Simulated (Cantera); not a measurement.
Charge: 1 mol Al, a varied amount of NH3, 9.5 mol H2, held at 777 °C and 0.0133 bar.

Equilibrium computed with Cantera from the NASA thermochemical tables; the gas is ideal and each condensed phase is pure. Candidate condensed phases: Al, AlN; 13 gas species. Mutual solubility and eutectic melting of coexisting phases are not modelled. The numbers say what is thermodynamically allowed, not how fast it happens.

x: gas mole fraction; n: condensed amount in mol.

```
n(NH3) (mol)   x H2    x N2   x NH3      x H    x AlH  n Al(l)  n AlN(s)
------------  -----  ------  ------  -------  -------  -------  --------
0.23           1.00  <1e-12  <1e-12  7.02e-8  3.88e-8    0.770     0.230
0.41           1.00  <1e-12  <1e-12  7.02e-8  3.88e-8    0.590     0.410
0.76           1.00  <1e-12  <1e-12  7.02e-8  3.88e-8    0.240     0.760
1.4           0.983  0.0169     [?]  6.96e-8   <1e-12        0      1.00
2.5           0.946  0.0536     [?]  6.83e-8   <1e-12        0      1.00
4.6           0.901  0.0989     [?]  6.67e-8   <1e-12        0      1.00
8.4           0.857   0.143     [?]  6.50e-8   <1e-12        0      1.00
```

### Question
Some entries are withheld; supply them.

### Answer

- 1.4, x NH3: 7.18e-7
- 2.5, x NH3: 1.21e-6
- 4.6, x NH3: 1.52e-6
- 8.4, x NH3: 1.70e-6
